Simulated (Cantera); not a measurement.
Feed: 1 mol BCl3, 4.1 mol H2O, equilibrated at 0.000450 bar.

These are equilibrium values from Cantera (NASA tables, ideal gas, pure condensed phases), not measurements of a reactor. Candidate condensed phases: B, B2O3, B3O3H3, H2O; 33 gas species. The tables' values for BOCl are old estimates; treat these amounts as uncertain. Kinetics and transport are ignored. All values below are at 1948 K.

Base state: HCl 0.392, H2O 0.316, HBO2 0.139, Cl 0.0733, H2 0.0455, H 0.0114, OH 0.00715, B2O3 0.00582 (mole fractions); condensed: gas only.

Problem. What changes in the equilibrium state with this change: H2O from 4.1 to 12 mol?

Solution. 
| species | before | after |
|---|---|---|
| H2O | 0.316 | 0.637 |
| HCl | 0.392 | 0.173 |
| HBO2 | 0.139 | 0.0650 |
| O2 | 0.00399 | 0.0142 |
| Cl | 0.0733 | 0.0314 |
| OH | 0.00715 | 0.0139 |
| H2 | 0.0455 | 0.0485 |
| H | 0.0114 | 0.0117 |
| BOCl | 0.000757 | 7.79e-5 |
| B2O3 | 0.00582 | 0.000636 |
